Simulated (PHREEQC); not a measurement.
A column of 0.1 m (40 cells, dispersivity 0.005 m, 720 s a shift, diffusion coefficient 3e-10 m²/s) holds 0.00068 eq of the database's cation exchanger X per kg of pore water, first in equilibrium with 0.0015 mol ZnSO4, 0.0086 mol LiCl and 1e-05 mol HCl per kg of water. It is flushed with 0.00045 mol CdCl2 and 1e-05 mol HCl per kg of water, at 25 °C. Values are for the last cell. No CO2 enters from the air. No solid was allowed to form.

The series has 33 steps of pore volumes, from 0 to 4.013.

Computed with PHREEQC (ion-association model, phreeqc.dat).

After how many pore volumes does Cd at the outlet first reach half of its feed value?

By 1.8 pore volumes.

Species that the database lacks are ignored.
